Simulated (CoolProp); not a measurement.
R123 at 293.15 K and 7.43 MPa is throttled through a valve to 4.94 MPa with no heat exchange. Each further row changes one setting.

Values from CoolProp's reference Helmholtz-energy equation of state, Younglove 1994. It is a modified Benedict-Webb-Rubin equation, recast in Helmholtz form.

| case | temperature change (K) | final density (kg/m³) |
|---|---|---|
| as stated | +0.9 | 1490 |
| outlet pressure 1.48 MPa | +2.1 | 1480 |
| outlet pressure 6.42 MPa | +0.4 | 1490 |
